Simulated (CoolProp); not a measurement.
Computed with CoolProp (reference Helmholtz-energy equation of state, Lemmon 2022).

Q: For R1234yf, give the phase and the Z, cv (kJ/(kg K)), speed of sound (m/s), viscosity (µPa s) at 136.85 °C and 2870 kPa; 136.85 °C and 6530 kPa; 136.85 °C and 9860 kPa.

A: 
- 136.85 °C and 2870 kPa: gas; Z 0.771, cv 1.06, speed of sound 146, viscosity 18.1
- 136.85 °C and 6530 kPa: supercritical; Z 0.438, cv 1.12, speed of sound 130, viscosity 37.2
- 136.85 °C and 9860 kPa: supercritical; Z 0.463, cv 1.09, speed of sound 213, viscosity 59.5

Viscosity comes from a separate model (Bell 2016), an estimate that may be off by 10 % or more.
